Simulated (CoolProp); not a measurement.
Vapour pressure (kPa) of R245ca: the reference equation beside estimates from Tc = 447.6 K, pc = 3941 kPa, ω = 0.355.

Computed with CoolProp (reference Helmholtz-energy equation of state, Zhou 2016).

```csv
T (K),reference,van der Waals,Redlich-Kwong
269.3,28.27,347.9,83.11
279.4,45.70,428.7,120.9
289.4,70.60,520.3,169.8
299.5,105.7,625.3,232.8
309.5,152.6,742.1,310.6
319.6,215.1,873.7,406.7
329.7,295.8,1020,522.5
339.7,396.7,1179,658.4
349.8,523.2,1355,819.1
359.8,676.4,1545,1003
369.9,863.2,1753,1216
```

Absolute difference from the reference over all 11 rows, mean and median: van der Waals 420.2 and 306.2 %, Redlich-Kwong 100.0 and 89.1 %.
